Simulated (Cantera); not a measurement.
Gas mixture: 36.8 % H2, 19.5 % C3H8, 25.6 % C2H6, 18.0 % CH3OH, at 10.0 bar, frozen composition.

Cantera's kinetic-theory transport with the Lennard-Jones parameters of GRI-Mech 3.0, ideal gas; thermal conductivity in the mixture-averaged form. Polar gases are described roughly by these parameters.

D: mixture-averaged diffusion coefficient of that species in the mixture.

```tsv
T (K)	ρ (kg/m³)	cp (J/kg/K)	μ (µPa s)	λ (mW/m/K)	Pr	D (cm²/s) C2H2	D (cm²/s) NO	D (cm²/s) OH
400	6.87	…	12.6	75.5	0.402	0.0268	0.0332	0.0507
500	5.49	…	15.4	96.7	0.441	0.0406	0.0494	0.0751
600	4.58	…	18.0	118	0.472	0.0565	0.0679	0.103
700	3.92	3395	20.4	140	0.495	0.0743	0.0887	0.134
800	3.43	3643	22.7	162	0.511	0.0941	0.112	0.169
900	3.05	3860	24.8	183	0.524	0.116	0.136	0.206
1000	2.75	4064	26.9	204	0.535	0.139	0.163	0.246
```

### Question
Fill in the missing entries.

### Answer

- 400, cp (J/kg/K): 2414
- 500, cp (J/kg/K): 2776
- 600, cp (J/kg/K): 3106
